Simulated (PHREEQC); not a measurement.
Solution (20 °C): 0.0011 mol HCl, 0.073 mol NiCl2 and 0.022 mol KCl per kg of water. Closed to the air; pH follows from the charge balance.

Computed with PHREEQC (ion-association model, wateq4f.dat).

| quantity | before | after |
|---|---|---|
| pH | 3.06 | 7.26 |
| ionic strength (mol/kgw) | 0.221 | 0.185 |
| Cl- (mol/kgw) | 0.158 | 0.140 |
| Ni+2 (mol/kgw) | 0.0636 | 0.0453 |
| NiCl+ (mol/kgw) | 0.00733 | 0.00485 |
| NiCl2 (mol/kgw) | 0.00209 | 0.00127 |

Name the change that produced these shifts.
A. temperature from 20 to 80 °C
B. HCl from 0.0011 to 0.011 mol/kgw
C. KCl replaced by K2CO3 at the same molality
D. KCl from 0.022 to 0.22 mol/kgw
E. temperature from 20 to 10 °C

C, KCl replaced by K2CO3 at the same molality

Precipitation was switched off in this run. Some of these states are supersaturated (in Ni(OH)2, for instance). The database's nickel carbonate constants are estimates that later reviews lower a good deal.
